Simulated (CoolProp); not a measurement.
Octamethylcyclotetrasiloxane (D4) along the isotherm 286.95 °C: fugacity coefficient from the reference equation and from simpler models built on Tc = 313.4 °C, pc = 1347 kPa, ω = 0.598; each cubic takes its own stable root.

The numbers come from the reference Helmholtz-energy equation of state, Thol 2015 in CoolProp.

```json
[
 {"p (kPa)": "6.39", "phase": "gas", "reference": "0.9980", "van der Waals": "0.9984", "Redlich-Kwong": "0.9982"},
 {"p (kPa)": "9.64", "phase": "gas", "reference": "0.9970", "van der Waals": "0.9976", "Redlich-Kwong": "0.9972"},
 {"p (kPa)": "14.5", "phase": "gas", "reference": "0.9955", "van der Waals": "0.9964", "Redlich-Kwong": "0.9958"},
 {"p (kPa)": "21.9", "phase": "gas", "reference": "0.9932", "van der Waals": "0.9946", "Redlich-Kwong": "0.9937"},
 {"p (kPa)": "33.1", "phase": "gas", "reference": "0.9897", "van der Waals": "0.9919", "Redlich-Kwong": "0.9905"},
 {"p (kPa)": "49.9", "phase": "gas", "reference": "0.9845", "van der Waals": "0.9877", "Redlich-Kwong": "0.9856"},
 {"p (kPa)": "75.3", "phase": "gas", "reference": "0.9767", "van der Waals": "0.9815", "Redlich-Kwong": "0.9783"},
 {"p (kPa)": "114", "phase": "gas", "reference": "0.9647", "van der Waals": "0.9720", "Redlich-Kwong": "0.9673"},
 {"p (kPa)": "171", "phase": "gas", "reference": "0.9472", "van der Waals": "0.9580", "Redlich-Kwong": "0.9510"},
 {"p (kPa)": "259", "phase": "gas", "reference": "0.9202", "van der Waals": "0.9365", "Redlich-Kwong": "0.9261"},
 {"p (kPa)": "390", "phase": "gas", "reference": "0.8803", "van der Waals": "0.9044", "Redlich-Kwong": "0.8893"},
 {"p (kPa)": "589", "phase": "gas", "reference": "0.8197", "van der Waals": "0.8556", "Redlich-Kwong": "0.8337"},
 {"p (kPa)": "1340", "phase": "liquid", "reference": "0.5094", "van der Waals": "0.6259", "Redlich-Kwong": "0.5714"},
 {"p (kPa)": "2020", "phase": "liquid", "reference": "0.3640", "van der Waals": "0.4675", "Redlich-Kwong": "0.4159"}
]
```
